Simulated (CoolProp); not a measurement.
Vapour-liquid equilibrium of propylene (1) + R115 (2) at 250.6 K; x and y are mole fractions of (1).

Computed with CoolProp (multi-fluid Helmholtz-energy mixture model, Lemmon 2013 and Lemmon 2016; pair parameters Bell 2016).

Q: Give the bubble pressure and the first vapour's composition at x = 0.35, 0.45, 0.95. Is there an azeotrope?

A: x = 0.35: 2.879 bar, y = 0.497; x = 0.45: 2.994 bar, y = 0.564; x = 0.95: 2.917 bar, y = 0.915. y crosses x between x = 0.65 and 0.75: the model has an azeotrope there.

The pair parameters rest on a limited set of measurements; away from them the model extrapolates.
